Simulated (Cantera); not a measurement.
What does this Cantera script print?

```python
import numpy as np
import cantera as ct

gas = ct.Solution("gri30.yaml")
gas.TPX = 1600, 13332, {'C3H8': 1, 'H2': 8}
reactor = ct.IdealGasConstPressureReactor(gas, energy="off", clone=False)
net = ct.ReactorNet([reactor])
net.rtol, net.atol = 1e-08, 1e-18
show = ['C3H8', 'H2', 'C2H6', 'CH2', 'CH3', 'C2H']
times = np.geomspace(0.0004, 4, 12)

steps = ct.SolutionArray(gas, extra=["t"])
rows = []
print(f"{'t/s':>10s}{'T/K':>9s}{'P/Pa':>11s}" + "".join(f"{s:>11s}" for s in show))
for t in times:
    while net.time < t:
        t_next = net.step()
        steps.append(gas.state, t=t_next)
    rows.append([np.interp(t, steps.t, y) for y in (steps.T, steps.P, *steps(*show).X.T)])
    print(f"{t:10.3e}{rows[-1][0]:9.1f}{rows[-1][1]:11.4g}" + "".join(f"{x:11.3e}" for x in rows[-1][2:]))
rate = np.gradient(steps.T, steps.t)
print("integrator steps:", len(steps.t))
if steps.T.max() > steps.T[0] + 200:
    print(f"time of steepest temperature rise: {steps.t[rate.argmax()]:.4e} s")
gas.TPX = 1600, 13332, {'C3H8': 1, 'H2': 8}
gas.equilibrate("TP")
print(f"equilibrium (TP): T = {gas.T:.1f} K  " + "  ".join(f"{s} {gas[s].X[0]:.3e}" for s in show))
```

It prints:

```
       t/s      T/K       P/Pa       C3H8         H2       C2H6        CH2        CH3        C2H
 4.000e-04   1600.0  1.333e+04  7.661e-06  8.039e-01  3.580e-04  3.665e-07  1.018e-03  5.707e-08
 9.241e-04   1600.0  1.333e+04  1.616e-07  8.061e-01  1.111e-04  9.496e-08  4.794e-04  3.499e-08
 2.135e-03   1600.0  1.333e+04  2.838e-08  8.082e-01  3.814e-05  3.360e-08  2.745e-04  2.478e-08
 4.931e-03   1600.0  1.333e+04  1.336e-08  8.106e-01  2.133e-05  2.152e-08  2.172e-04  2.417e-08
 1.139e-02   1600.0  1.333e+04  7.888e-09  8.136e-01  1.921e-05  2.367e-08  2.284e-04  3.133e-08
 2.632e-02   1600.0  1.333e+04  4.869e-09  8.161e-01  1.943e-05  2.776e-08  2.467e-04  3.842e-08
 6.080e-02   1600.0  1.333e+04  4.182e-09  8.183e-01  1.842e-05  2.782e-08  2.425e-04  4.016e-08
 1.404e-01   1600.0  1.333e+04  3.474e-09  8.227e-01  1.600e-05  2.641e-08  2.266e-04  4.182e-08
 3.245e-01   1600.0  1.333e+04  2.377e-09  8.307e-01  1.191e-05  2.361e-08  1.963e-04  4.506e-08
 7.495e-01   1600.0  1.333e+04  1.206e-09  8.426e-01  6.847e-06  1.895e-08  1.491e-04  5.037e-08
 1.732e+00   1600.0  1.333e+04  4.752e-10  8.552e-01  2.928e-06  1.304e-08  9.554e-05  5.687e-08
 4.000e+00   1600.0  1.333e+04  2.036e-10  8.637e-01  1.216e-06  8.116e-09  5.590e-05  6.202e-08
integrator steps: 1199
equilibrium (TP): T = 1600.0 K  C3H8 1.236e-10  H2 8.675e-01  C2H6 7.452e-07  CH2 5.632e-09  CH3 3.751e-05  C2H 6.449e-08
```

Computed with Cantera and GRI-Mech 3.0 (53 species, 325 reactions). GRI-Mech 3.0 was tuned for natural gas; its chemistry of propane as a main component is partial and can be far from experiment. GRI-Mech 3.0 stops at C3 and has no aromatics, soot or wall deposition, so with more carbon than oxygen in the feed, carbon stays in small species such as C2H2 where larger ones or solid carbon would form.
